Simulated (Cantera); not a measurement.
A closed system holds: 1 mol Fe3O4, 1.7 mol HCl, 1.9 mol N2, at 750 K and 101000 Pa.

Method: chemical equilibrium by Gibbs-energy minimisation in Cantera with the NASA 1993 tables (ideal gas, pure condensed phases). Candidate condensed phases: Fe, FeCl2, FeCl3, FeO, Fe(OH)2, Fe(OH)3, Fe2O3, Fe3O4, H2O, NH4Cl; 37 gas species. Condensed phases not in the tables: FeOCl. Equilibrium is a limit: real reactors are often held back by kinetics, nucleation or transport.

Question: What is the equilibrium state?

Answer: 
| Item | Value |
|---|---|
| x(N2) | 0.627 |
| x(H2O) | 0.187 |
| x(HCl) | 0.186 |
| x(FeCl2) | 1.37e-5 |
| x(FeCl3) | 4.89e-6 |
| x(H2) | 2.45e-6 |
| n(FeCl2(s)) | 0.568 mol |
| n(Fe2O3(s)) | 0.568 mol |
| n(Fe3O4(s)) | 0.432 mol |
| gas amount | 3.032 mol |
| log10 activity of Fe(OH)2(s) (absent) | -6.21 |
| log10 activity of Fe(α) (absent) | -7.51 |
| log10 activity of Fe(OH)3(s) (absent) | -8.60 |
